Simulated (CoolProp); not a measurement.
A closed Brayton cycle with carbon dioxide: compressor inlet 320.15 K and 8.8 MPa, high pressure 24.5 MPa, turbine inlet 840 K, compressor efficiency 0.85, turbine efficiency 0.9, recuperator effectiveness 0.9 (on enthalpy, no pinch check). Each further row changes one setting.

Computed with CoolProp (reference Helmholtz-energy equation of state, Span 1996).

| case | thermal efficiency (%) | net work (kJ/kg) | compressor to turbine work | compressor exit (K) | turbine exit (K) |
|---|---|---|---|---|---|
| as stated | 34.4 | 91.0 | 0.33 | 395.4 | 716.2 |
| turbine inlet 790 K | 32.7 | ? | ? | 395.4 | ? |
| compressor inlet 330.15 K | ? | ? | ? | ? | 716.2 |
| high pressure 20.8 MPa | ? | 79.6 | 0.32 | 383.1 | 735.5 |
| recuperator effectiveness 0.5 | 22.0 | 91.0 | 0.33 | 395.4 | 716.2 |

Problem. What belongs in the gaps?

Solution. 
- turbine inlet 790 K, net work (kJ/kg): 81.7
- turbine inlet 790 K, compressor to turbine work: 0.36
- turbine inlet 790 K, turbine exit (K): 670.6
- compressor inlet 330.15 K, thermal efficiency (%): 33.2
- compressor inlet 330.15 K, net work (kJ/kg): 82.2
- compressor inlet 330.15 K, compressor to turbine work: 0.40
- compressor inlet 330.15 K, compressor exit (K): 416.5
- high pressure 20.8 MPa, thermal efficiency (%): 33.1
